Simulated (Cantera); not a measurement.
Input: 1 mol Si, 1.9 mol HCl, 0.43 mol N₂, 3.4 mol F₂, at 1600 K and 0.0825 Torr.

Method: chemical equilibrium by Gibbs-energy minimisation in Cantera with the NASA 1993 tables (ideal gas, pure condensed phases). Candidate condensed phases: NH₄Cl, Si, Si₃N₄; 49 gas species. Kinetics and transport are ignored.

Base state: HF 0.310, Cl 0.308, SiF₄ 0.163, F 0.146, N₂ 0.0703, Cl₂ 0.000863, ClF 0.000844, HCl 4.46e-5 (mole fractions); condensed: gas only.

What changes in the equilibrium state with this change: HCl from 1.9 to 23 mol?


| species | before | after |
|---|---|---|
| HCl | 4.46e-5 | 0.737 |
| Cl | 0.308 | 0.105 |
| HF | 0.310 | 0.104 |
| F | 0.146 | 1.01e-6 |
| SiF₄ | 0.163 | 0.0356 |
| N₂ | 0.0703 | 0.0158 |
| H₂ | <1e-9 | 0.000824 |
| ClF | 0.000844 | 2.00e-9 |
| H | 3.08e-9 | 0.000149 |
| SiF₃ | 3.36e-8 | 0.00106 |
The tables' values for SiF₃, SiF₂ are old estimates; treat these amounts as uncertain.

What changes in the equilibrium state with this change: pressure from 0.0825 Torr to 750 Torr?


```
species    before    after
-------  --------  -------
HF          0.310    0.389
SiF₄        0.163    0.205
ClF      0.000844    0.158
Cl          0.308   0.0345
F           0.146   0.0268
Cl₂      0.000863   0.0986
N₂         0.0703   0.0881
F₂        1.37e-7  4.18e-5
HCl       4.46e-5  3.42e-5
```

What changes in the equilibrium state with this change: F₂ from 3.4 to 4.5 mol?


```csv
species,before,after
F,0.146,0.371
HF,0.310,0.229
Cl,0.308,0.226
SiF₄,0.163,0.120
N₂,0.0703,0.0517
HCl,4.46e-5,9.50e-6
ClF,0.000844,0.00157
```
